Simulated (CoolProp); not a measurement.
Vapour-liquid equilibrium of R143a (1) + isobutane (2) at 0.316 MPa; x and y are mole fractions of (1).

Computed with CoolProp (multi-fluid Helmholtz-energy mixture model, Lemmon and Jacobsen 2000 and Bücker 2006; pair parameters Bell 2016).

Q: Give the bubble temperature and the first vapour's composition at x = 0.05, 0.425, 0.575. Is there an azeotrope?

A: x = 0.05: 9.5 °C, y = 0.323; x = 0.425: -14.5 °C, y = 0.769; x = 0.575: -16.6 °C, y = 0.807. No azeotrope shows between x = 0.05 and 0.95.

Pair parameters are fitted to limited data, so mixtures are less certain than the pure fluids. With so large a gap from Raoult's law the liquid may split in two, which this calculation doesn't test in full.
